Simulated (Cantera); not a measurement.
Charge: 1 mol Si, 1.6 mol Cl₂, a varied amount of H₂, at 1023 K and 5.00 bar.

Method: chemical equilibrium by Gibbs-energy minimisation in Cantera with the NASA 1993 tables (ideal gas, pure condensed phases). Candidate condensed phases: Si; 19 gas species. Equilibrium is a limit: real reactors are often held back by kinetics, nucleation or transport.

Task: What share of the Si ends up in condensed phases as a function of n(H₂) (mol), at 0.33, 0.5, 0.74, 1.1, 1.7, 2.5, 3.8, 5.6, 8.5, 13?

Result: 
```csv
n(H₂) (mol),Si condensed (%),as
0.33,15.6,Si(s)
0.5,14.7,Si(s)
0.74,13.8,Si(s)
1.1,12.8,Si(s)
1.7,11.8,Si(s)
2.5,10.9,Si(s)
3.8,10.0,Si(s)
5.6,9.2,Si(s)
8.5,8.5,Si(s)
13,7.8,Si(s)
```
